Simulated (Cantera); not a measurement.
Charge: 1 mol n-butane, 5.3 mol H₂O, 8.1 mol N₂, held at 0.0133 bar.

Method: chemical equilibrium by Gibbs-energy minimisation in Cantera with the NASA 1993 tables (ideal gas, pure condensed phases). Candidate condensed phases: C, C₆H₆, C₇H₈, C₈H₁₈, H₂O; 136 gas species. Rates play no part. All values below are at 1625 °C.

Base state: H₂ 0.404, N₂ 0.361, CO 0.173, H₂O 0.0525, CO₂ 0.00535, H 0.00430, OH 4.57e-5 (mole fractions); condensed: gas only.

What changes in the equilibrium state with this change: H₂O from 5.3 to 0.23 mol?


```tsv
species	before	after
N₂	0.361	0.594
H₂	0.404	0.380
CO	0.173	0.0169
H₂O	0.0525	1.54e-8
CO₂	0.00535	<1e-9
HCN	1.18e-8	0.00459
HNC	<1e-9	0.000214
C(graphite), mol	0	3.70
```
